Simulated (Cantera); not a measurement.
Feed: 1 mol Fe₃O₄, 1 mol Cl₂, 0.073 mol O₂, held at 1077 °C and 0.820 bar.

These are equilibrium values from Cantera (NASA tables, ideal gas, pure condensed phases), not measurements of a reactor. Candidate condensed phases: Fe, FeCl₂, FeCl₃, FeO, Fe₂O₃, Fe₃O₄; 13 gas species. Kinetics and transport are ignored.

Q: What is the equilibrium state?

A: 
| Quantity | Value |
|---|---|
| x(Cl₂) | 0.413 |
| x(FeCl₃) | 0.359 |
| x(O₂) | 0.142 |
| x(FeCl₂) | 0.0684 |
| x(Cl) | 0.0135 |
| x(Fe₂Cl₆) | 0.00323 |
| x(Fe₂Cl₄) | 0.000525 |
| x(ClO) | 0.000140 |
| n(Fe₂O₃(s)) | 1.29 mol |
| gas amount | 0.9641 mol |
| log10 activity of FeCl₂(l) (absent) | -1.39 |
| log10 activity of Fe(γ) (absent) | -8.49 |
